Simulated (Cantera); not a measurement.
Input: 1 mol HMDSO, 1.2 mol CO2, 49 mol H2, 3.2 mol N2O, at 0.910 bar.

Equilibrium computed with Cantera from the NASA thermochemical tables; the gas is ideal and each condensed phase is pure. Candidate condensed phases: C, C6H6, C7H8, C8H18, H2O, Si, SiC, SiO2, Si2N2O, Si3N4; 151 gas species. The feed counts by its element totals alone. Kinetics and transport are ignored. All values below are at 1575 K.

Base state: H2 0.880, CO 0.0851, N2 0.0333, CH4 0.00128, HCN 0.000300, H2O 7.00e-5, H 4.09e-5, SiO 2.83e-5 (mole fractions); condensed: C(graphite) + Si2N2O(s).

Task: What changes in the equilibrium state with this change: N2O from 3.2 to 0.1 mol?

Result: 
```tsv
species	before	after
H2	0.880	0.941
CO	0.0851	0.0560
CH4	0.00128	0.00147
N2	0.0333	0.000802
SiO	2.83e-5	0.000148
HCN	0.000300	4.80e-5
H2O	7.00e-5	4.92e-5
C2H2 (acetylene)	1.86e-5	1.99e-5
C(graphite), mol	1.50	1.77
Si2N2O(s), mol	0.999	0.0492
SiC(s), mol	0	1.89
```
Mutual solubility and eutectic melting of coexisting phases are not modelled.
